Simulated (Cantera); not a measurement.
# Gas-phase reforming

A perfectly stirred reactor is fed with CH4 : H2O : H2 = 1 : 0.64 : 0.051 (molar parts), at 16.8 atm; it is held at 1448 K, and followed from long to short residence time.

Model: GRI-Mech 3.0 (53 species, 325 reactions), integrated in Cantera. GRI-Mech 3.0 stops at C3 and has no aromatics, soot or wall deposition, so with more carbon than oxygen in the feed, carbon stays in small species such as C2H2 where larger ones or solid carbon would form. The pressure lies above the range GRI-Mech 3.0 was tuned for (to about 10 atm).

```
τ (s)   x CH4  x H2O    x H2      x CO    x C2H2
------  -----  -----  ------  --------  --------
0.37    0.411  0.337   0.186   0.00381    0.0228
0.20    0.432  0.345   0.165   0.00205    0.0217
0.11    0.465  0.353   0.137   0.00101    0.0186
0.060   0.503  0.361   0.105  0.000456    0.0136
0.033   0.535  0.368  0.0769  0.000199   0.00838
0.018   0.558  0.373  0.0569   8.40e-5   0.00418
0.0098  0.573  0.376  0.0443   3.56e-5   0.00167
0.0053  0.582  0.377  0.0372   1.47e-5  0.000529
0.0029  0.586  0.378  0.0336   5.66e-6  0.000140
```
x: mole fraction; the columns are a selection and need not sum to one.
